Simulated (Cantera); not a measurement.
Feed: 1 mol Si, a varied amount of Cl₂, 55 mol N₂, held at 0.120 bar.

Cantera equilibrium calculation (NASA polynomials, part measured and part estimated; ideal gas, pure solids and liquids). Candidate condensed phases: Si, Si₃N₄; 13 gas species. N₂ is the only nitrogen source here; it is nearly inert below about 1500 K, so the nitride shown seldom forms there in practice. The tables' values for SiCl₃ are old estimates. The numbers say what is thermodynamically allowed, not how fast it happens.

Stable condensed phases, one row left out:

```
T in K \ n(Cl₂) in mol
         0.82    1  1.3  1.7  2.1  2.7  3.4  4.2
   1700     A    A    B    B    B    B    B    B
   1675     A    A    B    B    B    B    B    B
   1650     A    A    B    B    B    B    B    B
   1625     A    A    B    B    B    B    B    B
   1600     A    A    B    B    B    B    B    B
   1575     A    A    B    B    B    B    B    B
   1550     A    A    A    B    B    B    B    B
   1525     A    A    A    B    B    B    B    B
   1500     A    A    A    B    B    B    B    B
   1475     A    A    A    B    B    B    B    B
   1450     A    A    A    B    B    B    B    B
   1400     A    A    A    A    B    B    B    B
   1375     A    A    A    A    B    B    B    B
```

A: Si₃N₄; B: gas only.

Question: Give the row for 1425 K.

Answer: 0.82: Si₃N₄; 1: Si₃N₄; 1.3: Si₃N₄; 1.7: Si₃N₄; 2.1: gas only; 2.7: gas only; 3.4: gas only; 4.2: gas only.
